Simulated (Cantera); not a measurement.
SiHCl3 + CH4 + H2 (silicon carbide growth)

Charge: 1 mol SiHCl3, 0.015 mol CH4, a varied amount of H2, held at 2500 K and 3.30 mbar.

Cantera equilibrium calculation (NASA polynomials, part measured and part estimated; ideal gas, pure solids and liquids). Candidate condensed phases: C, C6H6, C7H8, C8H18, Si, SiC; 109 gas species. The tables' values for SiCl, SiCl3 are old estimates; treat these amounts as uncertain. Gases not in the tables: Si2H6 and higher silanes. The numbers say what is thermodynamically allowed, not how fast it happens.

From 4.4 mol H2 to 170 mol H2 nothing is condensed. The main Si-bearing gas is Si throughout.

```tsv
n(H2) (mol)	x H2	x H	x HCl	x Cl	x Si	x SiCl2	x SiCl
4.4	0.329	0.251	0.200	0.108	0.0909	0.0113	0.00782
6	0.380	0.270	0.172	0.0863	0.0783	0.00625	0.00540
8.1	0.427	0.286	0.145	0.0685	0.0659	0.00331	0.00360
11	0.470	0.300	0.118	0.0532	0.0537	0.00163	0.00228
15	0.508	0.312	0.0938	0.0407	0.0427	0.000757	0.00139
20	0.537	0.321	0.0745	0.0314	0.0339	0.000359	0.000851
27	0.563	0.328	0.0577	0.0238	0.0263	0.000160	0.000500
37	0.584	0.334	0.0437	0.0177	0.0199	6.66e-5	0.000281
50	0.599	0.339	0.0332	0.0132	0.0151	2.84e-5	0.000160
68	0.611	0.342	0.0249	0.00983	0.0113	1.17e-5	8.89e-5
92	0.621	0.345	0.0186	0.00732	0.00849	4.87e-6	4.96e-5
120	0.627	0.346	0.0144	0.00564	0.00657	2.23e-6	2.96e-5
170	0.633	0.348	0.0103	0.00400	0.00468	8.00e-7	1.49e-5
```
x: gas mole fraction; nothing condenses.
